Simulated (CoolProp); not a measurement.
The numbers come from the reference Helmholtz-energy equation of state, Wagner 2002 in CoolProp.

Task: For water, give the phase and the cp (kJ/(kg K)), viscosity (µPa s) at 757.4 K and 101 kPa.

Result: 
- 757.4 K and 101 kPa: gas; cp 2.12, viscosity 27.9

Viscosity comes from a separate model (Huber 2009).
